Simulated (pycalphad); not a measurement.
Source of the numbers: pycalphad with the COST 507 light-alloy database (1999); pressure 1 atm. The data set is of 1999 and partly superseded. Diffusion is slow at the low end, where real alloys seldom reach equilibrium.

# Ti-0.7465C (wt.%): equilibrium cooling sequence

| T (°C) | phases above | phases below |
|---|---|---|
| 1653.5 | LIQUID | BCC_A2 + LIQUID |
| 1652.0 | BCC_A2 + LIQUID | BCC_A2 + FCC_A1 |
| 916.8 | BCC_A2 + FCC_A1 | FCC_A1 + HCP_A3 |

Changes were sought between steps of 40 K, so a narrower field can be missed.

FCC_A1 is fcc; BCC_A2 is bcc; HCP_A3 is hcp. The fcc model also describes the rock-salt carbide or nitride (TiC, TiN, HfC).
